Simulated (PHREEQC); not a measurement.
## Silver or lead bath

Solution (85 °C): 0.068 mmol/kgw PbCl2, 0.032 mmol/kgw NaNO3 and 10 mmol/kgw Cu(NO3)2. Closed to the air; pH follows from the charge balance.

Equilibrium calculation in PHREEQC: ion-association model, wateq4f.dat.

No solid was allowed to form.

### Question
Predict the pH.

### Answer
pH 4.08.

### Question
In which forms is Cl present?

### Answer
Cl- 86 %, CuCl+ 13 % of the Cl.

Examples of supersaturated solids here: Tenorite (slow to form). Others may be too. At this temperature some constants are extrapolated from 25 °C, and those without enthalpy data are left unchanged.
